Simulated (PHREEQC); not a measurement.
Brine

Make-up at 25 °C: 0.082 mol H2SO4, 0.15 mol MgSO4 and 0.12 mol NaCl per kg of water. Closed to the air; pH follows from the charge balance.

Equilibrium calculation in PHREEQC: Pitzer model, pitzer.dat.

```
Item                         Value
-------------------  -------------
pH                            1.28
ionic strength       0.789 mol/kgw
activity of water            0.990
density                1.024 g/cm³
osmotic coefficient          0.779
total alkalinity       -164 meq/kg
```

```csv
species,molality,activity,log γ
Mg+2,0.150,0.0297,-0.703
SO4-2,0.144,0.0116,-1.092
Cl-,0.120,0.0742,-0.209
Na+,0.120,0.0836,-0.157
HSO4-,0.0883,0.0577,-0.185
H+,0.0757,0.0521,-0.163
```

Precipitation was switched off in this run.
